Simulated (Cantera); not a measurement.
# Hydrocarbon pyrolysis for carbon deposition

An isothermal, constant-pressure homogeneous reactor starts with C₃H₈ : H₂ = 1 : 1.2 (molar parts), at 1350 K and 0.000237 atm.

Model: GRI-Mech 3.0 (53 species, 325 reactions), integrated in Cantera. GRI-Mech 3.0 was tuned for natural gas; its chemistry of propane as a main component is partial and can be far from experiment. GRI-Mech 3.0 stops at C3 and has no aromatics, soot or wall deposition, so with more carbon than oxygen in the feed, carbon stays in small species such as C2H2 where larger ones or solid carbon would form. Radical loss at walls, strong at low pressure, is not modelled.

```
t (s)       x C₃H₈   x H₂     x CH₂     x C₂H     x CH₃    x C₂H₄    x C₂H₂
--------  --------  -----  --------  --------  --------  --------  --------
2.00e-6      0.455  0.545    <1e-12    <1e-12   1.61e-6  2.97e-10    <1e-12
6.75e-6      0.455  0.545    <1e-12    <1e-12   5.44e-6   3.38e-9    <1e-12
2.28e-5      0.455  0.545    <1e-12    <1e-12   1.83e-5   3.86e-8    <1e-12
7.70e-5      0.454  0.545  1.51e-12    <1e-12   6.18e-5   4.57e-7    <1e-12
0.000260     0.454  0.545  6.05e-11    <1e-12  0.000208   6.32e-6  1.72e-12
0.000877     0.453  0.545   2.47e-9    <1e-12  0.000728  0.000103  1.30e-10
0.00296      0.450  0.544   1.03e-7    <1e-12   0.00288   0.00131   2.40e-8
0.0100       0.429  0.537   1.87e-6    <1e-12    0.0122    0.0120   5.07e-6
0.0338       0.311  0.500   6.57e-6  4.42e-10    0.0369    0.0861  0.000633
0.114       0.0325  0.424   5.82e-6   5.80e-8    0.0308     0.250    0.0264
0.385     0.000274  0.447   6.34e-7   4.53e-8   0.00405     0.208    0.0843
1.30       2.19e-6  0.466   7.63e-8   1.47e-8  0.000933     0.172     0.113
4.39       3.78e-9  0.480   1.04e-8   5.72e-9  0.000294     0.142     0.136
14.8      2.63e-10  0.495   1.72e-9   2.63e-9  0.000112     0.110     0.160
50.0      9.00e-11  0.514  8.18e-10   2.19e-9   7.52e-5    0.0673     0.193
```
x: mole fraction; the columns are a selection and need not sum to one.

Equilibrium at this temperature and pressure: C₃H₈ <1e-12, H₂ 0.711, CH₂ 1.76e-10, C₂H 3.54e-8, CH₃ 1.44e-6, C₂H₄ 7.35e-5, C₂H₂ 0.288 (gas phase only).
